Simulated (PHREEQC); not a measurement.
Consider water at 14 °C with 0.011 mol/kgw MgSO4. Closed to the air; pH follows from the charge balance.

Equilibrium calculation in PHREEQC: ion-association model, phreeqc.dat.

```csv
quantity,before,after
pH,7.06,7.10
ionic strength (mol/kgw),0.0316,0.0172
Mg+2 (mol/kgw),0.00789,0.00430
SO4-2 (mol/kgw),0.00789,0.00430
MgSO4 (mol/kgw),0.00311,0.00120
MgOH+ (mol/kgw),7.47e-8,4.83e-8
```

Problem. Name the change that produced these shifts.
(A) temperature from 14 to 75 °C
(B) 0.0009 mol/kgw H3PO4 added
(C) diluted 2-fold with water
(D) temperature from 14 to 80 °C

Solution. C, diluted 2-fold with water

This is a speciation only: nothing precipitates in the calculation. Constants without temperature data keep their 25 °C values here.
